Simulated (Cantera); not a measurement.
**Ignition delay**

Mixture: CH4 : O2 : N2 = 1 : 2.56 : 17.4 (molar parts), at 91000 Pa, adiabatic and at constant pressure. Ignition delay is the time to a rise of 400 K.

Detailed kinetics in Cantera: GRI-Mech 3.0 (53 species, 325 reactions).

```tsv
T0 (K)	delay (ms)
1098	363
1148	167
1198	79.6
1248	39.4
1298	20.1
1348	10.6
1398	5.78
1448	3.27
```

| Quantity | Result |
|---|---|
| apparent activation energy between 1348 and 1448 K | 190 kJ/mol |
